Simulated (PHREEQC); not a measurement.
0.071 g of hydrous ferric oxide (600 m²/g; 0.2 weak and 0.005 strong sites per Fe, Dzombak-Morel constants, diffuse double layer) in 1 kg of water with 0.3 mol/kgw of an inert sodium salt and 4e-06 mol CuCl2 and 5.4e-06 mol MnCl2, at 25 °C; the pH is set by adding NaOH or the inert anion's acid. No oxygen is let in. The system is closed to CO2. No solid was allowed to form.

Equilibrium calculation in PHREEQC: ion-association model, wateq4f.dat.

Predict Cu sorbed (%) at pH = 3.38, 3.75, 6.38, 7.12.


```csv
pH,Cu sorbed (%)
3.38,0.0
3.75,0.2
6.38,97.9
7.12,99.7
```

Complexes and solids missing from the database can't appear. The database's constant for dissolved Cu(OH)2 is higher than later reviews accept. The oxide is taken as insoluble; below pH 4 it would dissolve.
